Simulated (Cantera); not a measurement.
A perfectly stirred reactor is fed with 0.326 % CH₄, 99.7 % N₂, at 0.000987 atm; it is held at 1823 K, and followed from long to short residence time.

Computed with Cantera and GRI-Mech 3.0 (53 species, 325 reactions). GRI-Mech 3.0 stops at C3 and has no aromatics, soot or wall deposition, so with more carbon than oxygen in the feed, carbon stays in small species such as C2H2 where larger ones or solid carbon would form. Radical loss at walls, strong at low pressure, is not modelled.

x: mole fraction; the columns are a selection and need not sum to one.

| τ (s) | x CH₄ | x C₂H₄ | x H₂ | x HCN | x C₂H₂ |
|---|---|---|---|---|---|
| 0.46 | 0.00299 | 1.72e-5 | 0.000236 | 6.14e-8 | 4.24e-5 |
| 0.27 | 0.00313 | [?] | [?] | [?] | [?] |
| 0.16 | 0.00320 | 1.73e-6 | 3.71e-5 | 2.55e-9 | 1.44e-6 |
| 0.095 | 0.00322 | 4.42e-7 | 1.87e-5 | 5.98e-10 | 2.17e-7 |
| 0.056 | 0.00324 | 1.01e-7 | 1.00e-5 | 1.35e-10 | 2.91e-8 |
| 0.033 | 0.00325 | 2.11e-8 | 5.40e-6 | 3.08e-11 | 3.59e-9 |
| 0.020 | 0.00326 | 4.51e-9 | 2.91e-6 | 8.06e-12 | 4.64e-10 |
| 0.012 | 0.00326 | 8.86e-10 | 1.48e-6 | 2.18e-12 | 5.46e-11 |
| 0.0068 | 0.00326 | 1.39e-10 | 6.51e-7 | <1e-12 | 4.83e-12 |
| 0.0040 | 0.00326 | 2.42e-11 | [?] | <1e-12 | <1e-12 |

Question: Complete the blanks.

Answer: 
- 0.27, x C₂H₄: 6.02e-6
- 0.27, x H₂: 8.58e-5
- 0.27, x HCN: 1.16e-8
- 0.27, x C₂H₂: 8.53e-6
- 0.0040, x H₂: 2.81e-7
